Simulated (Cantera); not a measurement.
Charge: 1 mol BaF2, 5.4 mol H2O, 1.4 mol N2, 1.8 mol H2, equilibrated at 1725 K and 0.133 bar.

Method: chemical equilibrium by Gibbs-energy minimisation in Cantera with the NASA 1993 tables (ideal gas, pure condensed phases). Candidate condensed phases: Ba, BaF2, BaO, Ba(OH)2, H2O; 45 gas species. Mutual solubility and eutectic melting of coexisting phases are not modelled. Rates play no part.

Base state: H2O 0.607, H2 0.206, N2 0.160, HF 0.0150, BaF2 0.00818, Ba(OH)2 0.00323, H 0.000231, BaF 0.000109 (mole fractions); condensed: BaF2(l) + BaO(s).

Problem. What changes in the equilibrium state with this change: pressure from 0.133 bar to 7.70 mbar?

Solution. 
```csv
species,before,after
H2O,0.607,0.537
H2,0.206,0.186
N2,0.160,0.146
BaF2,0.00818,0.0811
HF,0.0150,0.0444
BaF,0.000109,0.00145
BaOH,3.97e-5,0.000157
H,0.000231,0.000913
"BaF2(l), mol",0.863,0
"BaO(s), mol",0.0364,0.177
```
